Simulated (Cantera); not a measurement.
Abatement and gas-phase synthesis: NF₃ + H₂O + N₂

A closed system holds: 1 mol NF₃, 7.5 mol H₂O, 19 mol N₂, held at 3127 °C and 1 atm.

Equilibrium computed with Cantera from the NASA thermochemical tables; the gas is ideal and each condensed phase is pure. Candidate condensed phases: H₂O; 40 gas species. Equilibrium is a limit: real reactors are often held back by kinetics, nucleation or transport.

| Quantity | Value |
|---|---|
| x(N₂) | 0.561 |
| x(H) | 0.104 |
| x(HF) | 0.0858 |
| x(O) | 0.0566 |
| x(H₂O) | 0.0514 |
| x(H₂) | 0.0501 |
| x(OH) | 0.0464 |
| x(O₂) | 0.0225 |
| x(NO) | 0.0202 |
| gas amount | 34.15 mol |
